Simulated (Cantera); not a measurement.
**Gas activation for diamond growth**

An isothermal, constant-pressure homogeneous reactor starts with 0.204 % CH4, 97.0 % H2, 0.301 % N2, 2.52 % H2O, at 2975 K and 1600 Pa.

Computed with Cantera and GRI-Mech 3.0 (53 species, 325 reactions). Radical loss at walls, strong at low pressure, is not modelled.

```tsv
t (s)	x CH4	x H2	x C2H4	x H	x HCN	x C2H2
1.00e-5	0.00195	0.969	1.40e-9	0.000333	<1e-12	1.74e-10
3.44e-5	0.00191	0.968	1.70e-8	0.00128	7.12e-12	9.69e-9
0.000118	0.00181	0.965	8.53e-8	0.00450	7.07e-11	2.15e-7
0.000407	0.00154	0.955	4.59e-7	0.0147	2.03e-9	5.09e-6
0.00140	0.000873	0.929	1.17e-6	0.0417	8.74e-8	0.000122
0.00482	8.80e-5	0.888	9.30e-8	0.0845	8.58e-7	0.000234
0.0166	1.35e-9	0.811	<1e-12	0.163	2.22e-7	8.27e-9
0.0571	<1e-12	0.634	<1e-12	0.342	1.64e-10	<1e-12
0.196	<1e-12	0.412	<1e-12	0.568	8.52e-11	<1e-12
0.676	<1e-12	0.324	<1e-12	0.657	6.01e-11	<1e-12
2.33	<1e-12	0.322	<1e-12	0.660	5.90e-11	<1e-12
8.00	<1e-12	0.322	<1e-12	0.660	5.90e-11	<1e-12
```
x: mole fraction; the columns are a selection and need not sum to one.

Equilibrium at this temperature and pressure: CH4 <1e-12, H2 0.322, C2H4 <1e-12, H 0.660, HCN 5.90e-11, C2H2 <1e-12 (gas phase only).
